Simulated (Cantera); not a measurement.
Input: 1 mol H2O, 0.42 mol H2, equilibrated at 848.15 K and 1.60 mbar.

These are equilibrium values from Cantera (NASA tables, ideal gas, pure condensed phases), not measurements of a reactor. Candidate condensed phases: H2O; 9 gas species. Kinetics and transport are ignored.

Base state: H2O 0.704, H2 0.296 (mole fractions); condensed: gas only.

### Question
What changes in the equilibrium state with this change: 0.49 mol NH3 added?

### Answer
```
species  before  after
-------  ------  -----
H2        0.296  0.481
H2O       0.704  0.417
N2            0  0.102
```
